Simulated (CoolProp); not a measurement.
A closed Brayton cycle with carbon dioxide: compressor inlet 319.15 K and 8.5 MPa, high pressure 15.3 MPa, turbine inlet 970 K, compressor efficiency 0.85, turbine efficiency 0.9, recuperator effectiveness 0.95 (on enthalpy, no pinch check). Each further row changes one setting.

Values from CoolProp's reference Helmholtz-energy equation of state, Span 1996.

```csv
case,thermal efficiency (%),net work (kJ/kg),compressor to turbine work,compressor exit (K),turbine exit (K)
as stated,36.9,70.6,0.25,363.1,890.9
turbine inlet 920 K,35.7,65.5,0.27,363.1,843.6
compressor inlet 329.15 K,37.1,65.8,0.30,378.5,890.9
high pressure 13 MPa,33.5,52.4,0.24,350.7,912.4
recuperator effectiveness 0.5,14.9,70.6,0.25,363.1,890.9
```
